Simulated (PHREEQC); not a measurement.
0.016 g of hydrous ferric oxide (600 m²/g; 0.2 weak and 0.005 strong sites per Fe, Dzombak-Morel constants, diffuse double layer) in 1 kg of water with 0.005 mol/kgw of an inert sodium salt and 0.00057 mmol/kgw ZnCl2 and 0.0042 mmol/kgw Na2HAsO4, at 25 °C; the pH is set by adding NaOH or the inert anion's acid. Oxygen is held at 0.21 atm. CO2 from the air is kept out. Nothing may precipitate in this run.

The series has 17 steps of pH, from 4 to 12.

Equilibrium calculation in PHREEQC: ion-association model, wateq4f.dat.

Task: Near which pH is half of the Zn sorbed, and on which side is more sorbed?

Result: Near pH 6.5, with more sorbed at higher pH.

Task: Near which pH is half of the As sorbed, and on which side is more sorbed?

Result: Near pH 9.0, with more sorbed at lower pH.

Task: At which pH does the surface charge pass through zero?

Result: Near pH 7.6.

Species that the database lacks are ignored. The database has no arsenate complexes of Zn.
